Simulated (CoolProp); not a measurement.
R227EA along the isobar 20.8 bar: Z from the reference equation and from simpler models built on Tc = 374.9 K, pc = 29.25 bar, ω = 0.358; each cubic takes its own stable root.

The numbers come from the reference Helmholtz-energy equation of state, Lemmon 2016 in CoolProp.

```tsv
T (K)	phase	reference	van der Waals	Peng-Robinson
156.9	liquid	0.1464	?	0.1451
167.2	liquid	0.1395	0.2345	0.1376
177.5	liquid	?	0.2238	0.1310
187.8	liquid	0.1283	0.2145	0.1254
198.1	liquid	?	0.2063	0.1204
208.5	liquid	0.1197	?	0.1160
218.8	liquid	0.1162	0.1928	0.1123
229.1	liquid	0.1131	0.1873	0.1090
239.4	liquid	0.1104	0.1825	0.1063
249.8	liquid	0.1081	0.1784	0.1039
260.1	liquid	0.1061	0.1749	0.1020
270.4	liquid	0.1045	0.1721	0.1006
280.7	liquid	0.1032	0.1699	0.09954
291	liquid	0.1023	0.1684	0.09901
```

**Question.** Complete the blanks.

**Answer.** 
- 156.9, van der Waals: 0.2467
- 177.5, reference: 0.1336
- 198.1, reference: 0.1237
- 208.5, van der Waals: 0.1991
